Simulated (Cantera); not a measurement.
An isothermal, constant-pressure homogeneous reactor starts with H2 : O2 = 0.013 : 1 (molar parts), equivalence ratio 0.0065, at 1073 K and 340 Pa.

Cantera simulation using GRI-Mech 3.0 (53 species, 325 reactions); the numbers are that mechanism's predictions, not measurements. Radical loss at walls, strong at low pressure, is not modelled.

x: mole fraction; the columns are a selection and need not sum to one.

```json
[
 {"t (s)": "4.00e-6", "x H2": "0.0128", "x O2": "0.987", "x H2O2": "<1e-12", "x O": "<1e-12", "x H2O": "<1e-12", "x OH": "<1e-12", "x H": "<1e-12"},
 {"t (s)": "1.44e-5", "x H2": "0.0128", "x O2": "0.987", "x H2O2": "<1e-12", "x O": "<1e-12", "x H2O": "<1e-12", "x OH": "<1e-12", "x H": "2.84e-12"},
 {"t (s)": "5.20e-5", "x H2": "0.0128", "x O2": "0.987", "x H2O2": "<1e-12", "x O": "<1e-12", "x H2O": "<1e-12", "x OH": "<1e-12", "x H": "9.68e-12"},
 {"t (s)": "0.000188", "x H2": "0.0128", "x O2": "0.987", "x H2O2": "<1e-12", "x O": "9.20e-12", "x H2O": "<1e-12", "x OH": "8.91e-12", "x H": "2.90e-11"},
 {"t (s)": "0.000677", "x H2": "0.0128", "x O2": "0.987", "x H2O2": "<1e-12", "x O": "8.37e-11", "x H2O": "1.56e-11", "x OH": "7.47e-11", "x H": "6.80e-11"},
 {"t (s)": "0.00244", "x H2": "0.0128", "x O2": "0.987", "x H2O2": "<1e-12", "x O": "6.81e-10", "x H2O": "3.82e-10", "x OH": "4.88e-10", "x H": "1.92e-10"},
 {"t (s)": "0.00881", "x H2": "0.0128", "x O2": "0.987", "x H2O2": "<1e-12", "x O": "1.57e-8", "x H2O": "1.69e-8", "x OH": "[?]", "x H": "2.86e-9"},
 {"t (s)": "0.0318", "x H2": "0.0126", "x O2": "0.987", "x H2O2": "1.88e-10", "x O": "0.000149", "x H2O": "0.000177", "x OH": "[?]", "x H": "2.72e-5"},
 {"t (s)": "0.115", "x H2": "7.16e-5", "x O2": "0.976", "x H2O2": "6.30e-9", "x O": "0.00995", "x H2O": "0.0120", "x OH": "[?]", "x H": "0.000932"},
 {"t (s)": "0.413", "x H2": "5.41e-5", "x O2": "0.979", "x H2O2": "6.25e-9", "x O": "0.00767", "x H2O": "0.0122", "x OH": "[?]", "x H": "0.000626"},
 {"t (s)": "1.49", "x H2": "2.58e-5", "x O2": "0.983", "x H2O2": "6.27e-9", "x O": "0.00359", "x H2O": "0.0126", "x OH": "[?]", "x H": "0.000202"},
 {"t (s)": "5.38", "x H2": "5.39e-6", "x O2": "0.986", "x H2O2": "5.38e-9", "x O": "0.000745", "x H2O": "0.0128", "x OH": "[?]", "x H": "1.91e-5"},
 {"t (s)": "19.4", "x H2": "6.19e-7", "x O2": "0.987", "x H2O2": "3.00e-9", "x O": "8.62e-5", "x H2O": "0.0129", "x OH": "[?]", "x H": "7.55e-7"},
 {"t (s)": "70.0", "x H2": "6.70e-8", "x O2": "0.987", "x H2O2": "9.40e-10", "x O": "9.41e-6", "x H2O": "0.0129", "x OH": "[?]", "x H": "2.73e-8"}
]
```

**Question.** Some entries are withheld; supply them.

**Answer.** 
- 0.00881, x OH: 9.41e-9
- 0.0318, x OH: 8.67e-5
- 0.115, x OH: 0.000641
- 0.413, x OH: 0.000560
- 1.49, x OH: 0.000387
- 5.38, x OH: 0.000178
- 19.4, x OH: 6.06e-5
- 70.0, x OH: 2.01e-5
